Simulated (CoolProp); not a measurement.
A Linde-Hampson liquefier for dry air: isothermal reversible compression at 250 K from 1 atm to 5 MPa, throttling to 1 atm, return gas leaving the recuperator 5 K below the feed. Each further row changes one setting.

Computed with CoolProp (reference Helmholtz-energy equation of state, Lemmon 2000). It is a pseudo-pure fit of the blend.

| case | liquid yield per pass | compression work (kJ/kg of gas) |
|---|---|---|
| as stated | 0.029 | 277 |
| high pressure 10 MPa | 0.068 | 324 |
| warm-end temperature 280 K | 0.018 | 312 |
| warm-end gap 10 K | 0.015 | 277 |
